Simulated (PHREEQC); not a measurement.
Make-up at 25 °C: 0.11 mol/kgw HF, 0.083 mol/kgw NH4F, 0.054 mol/kgw (NH4)2SiF6 and 0.00067 mol/kgw H2SO4. Closed to the air; pH follows from the charge balance.

All values are PHREEQC results (ion-association model, wateq4f.dat), not measurements.

```
Item                       Value
-----------------  -------------
pH                          2.98
ionic strength     0.246 mol/kgw
activity of water          0.993
total alkalinity     -327 meq/kg
```

```json
[
 {"species": "NH4+", "molality": "0.191", "activity": "0.141", "log γ": "-0.131"},
 {"species": "HF", "molality": "0.0672", "activity": "0.0712", "log γ": "0.025"},
 {"species": "F-", "molality": "0.0652", "activity": "0.0450", "log γ": "-0.161"},
 {"species": "SiF6-2", "molality": "0.0540", "activity": "0.0149", "log γ": "-0.558"},
 {"species": "HF2-", "molality": "0.0178", "activity": "0.0123", "log γ": "-0.161"},
 {"species": "H2F2", "molality": "0.0125", "activity": "0.0132", "log γ": "0.025"},
 {"species": "H+", "molality": "0.00134", "activity": "0.00105", "log γ": "-0.103"},
 {"species": "SO4-2", "molality": "0.000391", "activity": "0.000106", "log γ": "-0.568"},
 {"species": "NH4SO4-", "molality": "0.000264", "activity": "0.000192", "log γ": "-0.139"},
 {"species": "HSO4-", "molality": "1.52e-5", "activity": "1.08e-5", "log γ": "-0.146"},
 {"species": "NH3", "molality": "7.61e-8", "activity": "7.61e-8", "log γ": "0.000"}
]
```

This is a speciation only: nothing precipitates in the calculation. Complexes and solids missing from the database can't appear. SiF6-2 is the database's only silicon fluoride.
